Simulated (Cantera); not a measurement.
# Hydrocarbon pyrolysis for carbon deposition

An isothermal, constant-pressure homogeneous reactor starts with 13.2 % C2H6, 86.8 % N2, at 1175 K and 13300 Pa.

Detailed kinetics in Cantera: GRI-Mech 3.0 (53 species, 325 reactions). GRI-Mech 3.0 stops at C3 and has no aromatics, soot or wall deposition, so with more carbon than oxygen in the feed, carbon stays in small species such as C2H2 where larger ones or solid carbon would form.

```tsv
t (s)	x C2H6	x H2	x CH2	x C2H4	x CH3	x CH4
0.000100	0.132	4.16e-7	3.28e-12	4.36e-7	5.35e-6	7.72e-7
0.000339	0.132	1.41e-5	3.65e-11	1.43e-5	1.34e-5	7.23e-6
0.00115	0.131	0.000319	2.31e-10	0.000325	2.47e-5	5.10e-5
0.00389	0.128	0.00311	8.70e-10	0.00322	4.79e-5	0.000352
0.0132	0.114	0.0142	9.09e-10	0.0146	4.77e-5	0.00168
0.0447	0.0742	0.0458	7.39e-10	0.0459	3.87e-5	0.00604
0.152	0.0147	0.0967	2.91e-10	0.0868	1.74e-5	0.0149
0.514	0.000813	0.119	2.07e-11	0.0828	3.84e-6	0.0176
1.74	0.000239	0.131	6.08e-12	0.0674	2.08e-6	0.0179
5.90	0.000170	0.150	4.78e-12	0.0433	1.88e-6	0.0186
20.0	0.000116	0.159	3.64e-12	0.0282	1.72e-6	0.0204
```
x: mole fraction; the columns are a selection and need not sum to one.

Equilibrium at this temperature and pressure: C2H6 3.02e-5, H2 0.109, CH2 <1e-12, C2H4 0.0101, CH3 1.37e-6, CH4 0.0707 (gas phase only).
